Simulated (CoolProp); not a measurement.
Vapour-liquid equilibrium of R125 (1) + fluoroethane (R161) (2) at -50.15 °C; x and y are mole fractions of (1).

Model: multi-fluid Helmholtz-energy mixture model, Lemmon 2005 and Wu 2012; pair parameters Bell 2016, in CoolProp.

| x | bubble pressure, mixture model (bar) | bubble pressure, Raoult's law (bar) | y, mixture model | y, Raoult's law |
|---|---|---|---|---|
| 0.05 | 0.5600 | 0.5654 | 0.073 | 0.081 |
| 0.15 | 0.5940 | 0.6022 | 0.223 | 0.228 |
| 0.25 | 0.6362 | 0.6390 | 0.367 | 0.358 |
| 0.35 | 0.6827 | 0.6757 | 0.494 | 0.474 |
| 0.45 | 0.7297 | 0.7125 | 0.601 | 0.578 |
| 0.55 | 0.7740 | 0.7493 | 0.689 | 0.671 |
| 0.65 | 0.8141 | 0.7861 | 0.764 | 0.756 |
| 0.75 | 0.8492 | 0.8228 | 0.831 | 0.834 |
| 0.85 | 0.8793 | 0.8596 | 0.895 | 0.905 |
| 0.95 | 0.9045 | 0.8964 | 0.962 | 0.969 |

The largest gap from Raoult's law is +3.6 % in bubble pressure, at x = 0.65. No azeotrope shows between x = 0.05 and 0.95.

Pair parameters are fitted to limited data, so mixtures are less certain than the pure fluids. The gap from Raoult's law changes sign with composition, which may be real or a fault of the pair parameters; it wasn't checked against measurements.
